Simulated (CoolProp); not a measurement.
Vapour pressure (bar) of n-dodecane: the reference equation beside estimates from Tc = 385.0 °C, pc = 18.18 bar, ω = 0.574. Clausius-Clapeyron is anchored at 142.75 °C with a constant enthalpy of vaporisation of 50.77 kJ/mol.

The numbers come from the reference Helmholtz-energy equation of state, Lemmon 2004 in CoolProp. It is a short technical equation, of lower accuracy than the large ones.

| T (°C) | reference | Clausius-Clapeyron | van der Waals | Redlich-Kwong | Soave-Redlich-Kwong |
|---|---|---|---|---|---|
| 119.85 | 0.04886 | 0.05024 | 1.536 | 0.3541 | 0.04799 |
| 123.65 | 0.05708 | 0.05830 | 1.624 | 0.3918 | 0.05612 |
| 127.45 | 0.06645 | 0.06746 | 1.715 | 0.4324 | 0.06538 |
| 131.25 | 0.07707 | 0.07785 | 1.810 | 0.4761 | 0.07589 |
| 135.05 | 0.08907 | 0.08960 | 1.908 | 0.5232 | 0.08779 |
| 138.85 | 0.1026 | 0.1029 | 2.009 | 0.5736 | 0.1012 |
| 142.75 | 0.1182 | 0.1182 | 2.117 | 0.6291 | 0.1167 |
| 146.55 | 0.1352 | 0.1350 | 2.226 | 0.6870 | 0.1337 |
| 150.35 | 0.1543 | 0.1538 | 2.338 | 0.7487 | 0.1527 |
| 154.15 | 0.1754 | 0.1749 | 2.455 | 0.8145 | 0.1738 |
| 157.95 | 0.1990 | 0.1983 | 2.575 | 0.8844 | 0.1973 |
| 161.75 | 0.2250 | 0.2245 | 2.698 | 0.9587 | 0.2234 |
| 165.55 | 0.2537 | 0.2535 | 2.826 | 1.038 | 0.2522 |
| 169.35 | 0.2854 | 0.2857 | 2.958 | 1.121 | 0.2841 |

Absolute difference from the reference over all 14 rows, mean and median: Clausius-Clapeyron 0.7 and 0.3 %, van der Waals 1758.2 and 1618.7 %, Redlich-Kwong 434.9 and 420.2 %, Soave-Redlich-Kwong 1.2 and 1.2 %.
